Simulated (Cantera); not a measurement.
**Premixed flame**

A freely propagating, adiabatic, planar premixed flame of CH4 : O2 : N2 : H2O : CO2 = 1 : 1.54 : 4.31 : 0.16 : 0.28 (molar parts), equivalence ratio 1.3, unburnt at 525 K and 210 Torr; mixture-averaged transport, grid criteria slope 0.08 and curve 0.16, no radiation.

Model: GRI-Mech 3.0 (53 species, 325 reactions), integrated in Cantera. Burning velocities carry a grid error of a few per cent, more on coarse grids.

```
z (mm)  T (K)  u (m/s)     x CH4     x O2   x H2O    x C2H     x NO    x NO2
------  -----  -------  --------  -------  ------  -------  -------  -------
-3.16     525     1.22     0.137    0.211  0.0219    <1e-8    <1e-8    <1e-8
-2.11     527     1.23     0.136    0.210  0.0221    <1e-8    <1e-8    <1e-8
-1.58     534     1.25     0.135    0.208  0.0231    <1e-8  2.51e-8    <1e-8
-1.05     606     1.44     0.128    0.202  0.0318    <1e-8  3.08e-7  3.44e-8
-0.527   1061     2.58    0.0889    0.160  0.0836    <1e-8  3.41e-6  2.30e-8
-0.263   1488     3.69    0.0483    0.111   0.134  4.68e-8  8.07e-6  1.57e-8
0        1866     4.70    0.0133   0.0567   0.182  1.28e-6  1.66e-5    <1e-8
0.263    2047     5.18   0.00162   0.0241   0.209  2.04e-6  2.95e-5    <1e-8
0.527    2093     5.29  0.000117   0.0114   0.217  4.54e-7  4.13e-5    <1e-8
1.05     2111     5.32   4.88e-7  0.00571   0.219    <1e-8  5.24e-5    <1e-8
2.11     2128     5.35     <1e-8  0.00464   0.219    <1e-8  5.80e-5    <1e-8
4.21     2151     5.39     <1e-8  0.00405   0.221    <1e-8  6.26e-5    <1e-8
8.43     2185     5.46     <1e-8  0.00323   0.224    <1e-8  7.03e-5    <1e-8
```
x: mole fraction of selected species; z is measured from the peak of heat release.

```json
{
 "laminar_burning_velocity": "122 cm/s",
 "thermal_thickness": "1.05 mm",
 "peak x(C2H)": "2.33e-6",
 "grid_points": "146"
}
```
